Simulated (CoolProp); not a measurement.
Vapour-liquid equilibrium of n-decane (1) + n-dodecane (2) at 183 kPa; x and y are mole fractions of (1).

Model: multi-fluid Helmholtz-energy mixture model, Lemmon 2006 and Lemmon 2004; pair parameters Bell 2016, in CoolProp.

| x | bubble temperature, mixture model (°C) | bubble temperature, Raoult's law (°C) | y, mixture model | y, Raoult's law |
|---|---|---|---|---|
| 0.05 | 239.9 | 239.5 | 0.100 | 0.114 |
| 0.2 | 231.5 | 230.6 | 0.357 | 0.385 |
| 0.35 | … | 222.9 | 0.554 | 0.580 |
| 0.5 | 216.9 | 216.2 | 0.704 | 0.724 |
| 0.65 | … | 210.3 | 0.819 | 0.832 |
| 0.8 | 205.3 | 205.1 | … | 0.916 |
| 0.95 | 200.4 | 200.4 | … | 0.981 |

Complete the blanks.


- 0.35, bubble temperature, mixture model (°C): 223.8
- 0.65, bubble temperature, mixture model (°C): 210.7
- 0.8, y, mixture model: 0.908
- 0.95, y, mixture model: 0.979

The largest gap from Raoult's law is +0.9 K in bubble temperature, at x = 0.2. No azeotrope shows between x = 0.05 and 0.95.

Pair parameters are fitted to limited data, so mixtures are less certain than the pure fluids.
